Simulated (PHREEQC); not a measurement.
Solution A (6.8 mmol/kgw ZnSO4 and 7.5 mmol/kgw Na2SO4) is mixed with solution B (0.001 mol/kgw NiSO4, 0.00019 mol/kgw NaCl and 0.014 mol/kgw NiCl2) at 25 °C; shares are by mass of water, 1 kg in all. Oxygen is held at 0.21 atm. The system is closed to CO2. Solids allowed: Zn(OH)2-e, Zn4(OH)6SO4, Zn5(OH)8Cl2, Ni(OH)2, Ni4(OH)6SO4, Halite, Mirabilite, Goslarite, Morenosite. Others were left out.

Computed with PHREEQC (ion-association model, wateq4f.dat).

| share of solution B | pH | Ni+2 (mol/kgw) | SO4-2 (mol/kgw) | Zn+2 (mol/kgw) |
|---|---|---|---|---|
| 0 | 5.91 | 0 | 0.0108 | 0.00398 |
| 0.05 | 5.90 | 0.000504 | 0.0102 | 0.00387 |
| 0.1 | 5.89 | 0.00103 | 0.00965 | 0.00375 |
| 0.15 | 5.89 | 0.00157 | 0.00906 | 0.00363 |
| 0.2 | 5.88 | 0.00213 | 0.00849 | 0.00350 |
| 0.25 | 5.88 | 0.00271 | 0.00792 | 0.00336 |
| 0.3 | 5.87 | 0.00331 | 0.00736 | 0.00321 |
| 0.35 | 5.87 | 0.00393 | 0.00682 | 0.00305 |
| 0.4 | 5.87 | 0.00458 | 0.00628 | 0.00289 |
| 0.45 | 5.86 | 0.00524 | 0.00575 | 0.00271 |
| 0.5 | 5.87 | 0.00593 | 0.00524 | 0.00253 |
| 0.55 | 5.87 | 0.00665 | 0.00473 | 0.00233 |
| 0.6 | 5.87 | 0.00739 | 0.00423 | 0.00212 |
| 0.65 | 5.88 | 0.00815 | 0.00375 | 0.00190 |
| 0.7 | 5.88 | 0.00894 | 0.00327 | 0.00167 |
| 0.75 | 5.89 | 0.00974 | 0.00281 | 0.00142 |
| 0.8 | 5.91 | 0.0106 | 0.00235 | 0.00116 |
| 0.85 | 5.92 | 0.0114 | 0.00191 | 0.000892 |
| 0.9 | 5.95 | 0.0123 | 0.00147 | 0.000608 |
| 0.95 | 5.97 | 0.0132 | 0.00104 | 0.000310 |
| 1 | 6.01 | 0.0141 | 0.000618 | 0 |
